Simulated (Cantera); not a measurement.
Input (Python, Cantera):

```python
import numpy as np
import cantera as ct

gas = ct.Solution("gri30.yaml")


def delay(T, t_max=10):
    gas.TPX = T, 1100000, {'CH4': 1, 'O2': 1.33, 'N2': 6.67}
    reactor = ct.IdealGasReactor(gas, clone=False)
    net = ct.ReactorNet([reactor])
    net.rtol, net.atol = 1e-8, 1e-16
    while net.time < t_max:
        t_old, T_old = net.time, reactor.T
        net.step()
        if reactor.T > T + 400:  # ignition: a rise of 400 K
            return t_old + (T + 400 - T_old) / (reactor.T - T_old) * (net.time - t_old)
    return np.nan


taus = []
for T in [1100, 1175, 1250, 1325, 1400, 1475, 1550, 1625]:
    taus.append(delay(T))
    print(f"T0 = {T:6g} K   tau = {taus[-1]:.4e} s")
```

Result:

```
T0 =   1100 K   tau = 2.3520e-02 s
T0 =   1175 K   tau = 8.7853e-03 s
T0 =   1250 K   tau = 3.5458e-03 s
T0 =   1325 K   tau = 1.5187e-03 s
T0 =   1400 K   tau = 6.8248e-04 s
T0 =   1475 K   tau = 3.1887e-04 s
T0 =   1550 K   tau = 1.5422e-04 s
T0 =   1625 K   tau = 7.7346e-05 s
```

Detailed kinetics in Cantera: GRI-Mech 3.0 (53 species, 325 reactions).
